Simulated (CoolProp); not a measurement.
A Linde-Hampson liquefier for ethylene: isothermal reversible compression at 320 K from 1 atm to 10 MPa, throttling to 1 atm, return gas leaving the recuperator 5 K below the feed. Each further row changes one setting.

Model: reference Helmholtz-energy equation of state, Smukala 2000, in CoolProp.

| case | liquid yield per pass | compression work (kJ/kg of gas) |
|---|---|---|
| as stated | 0.312 | 386 |
| high pressure 20 MPa | 0.410 | 418 |
| warm-end temperature 350 K | 0.191 | 440 |
| warm-end gap 10 K | 0.304 | 386 |
